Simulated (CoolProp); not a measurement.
Vapour-liquid equilibrium of R113 (1) + n-hexane (2) at 0.0525 MPa; x and y are mole fractions of (1).

Values from CoolProp's multi-fluid Helmholtz-energy mixture model, Marx 1992 and Thol 2019; pair parameters Bell 2016.

```tsv
x	bubble temperature (K)	y at the bubble point	dew temperature at overall composition x (K)	liquid density (mol/L)
0.05	320.0	0.123	321.4	7.390
0.2	314.7	0.383	318.5	7.537
0.35	311.0	0.552	315.5	7.675
0.5	308.2	0.677	312.2	7.811
0.65	306.1	0.780	308.8	7.948
0.8	304.2	0.873	305.6	8.090
0.95	302.7	0.967	303.0	8.239
```

No azeotrope shows between x = 0.05 and 0.95.

The pair parameters rest on a limited set of measurements; away from them the model extrapolates.
